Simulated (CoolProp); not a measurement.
Methane along the isotherm -115.95 °C: fugacity coefficient from the reference equation and from simpler models built on Tc = -82.6 °C, pc = 4599 kPa, ω = 0.011; each cubic takes its own stable root.

Values from CoolProp's reference Helmholtz-energy equation of state, Setzmann 1991.

```
p (kPa)   phase  reference  van der Waals  Redlich-Kwong  Peng-Robinson
-------  ------  ---------  -------------  -------------  -------------
230         gas     0.9709         0.9766         0.9708         0.9688
460         gas     0.9419         0.9532         0.9417         0.9380
690         gas     0.9129         0.9299         0.9128         0.9074
920         gas     0.8839         0.9065         0.8839         0.8771
1150        gas     0.8547         0.8830         0.8550         0.8468
1380        gas     0.8252         0.8594         0.8260         0.8167
1610     liquid     0.7283         0.8357         0.7222         0.7243
1840     liquid     0.6425         0.8116         0.6374         0.6386
2070     liquid     0.5758         0.7774         0.5715         0.5720
2300     liquid     0.5225         0.7082         0.5188         0.5187
```

At some of these states van der Waals gives the other phase, because its saturation line lies elsewhere.
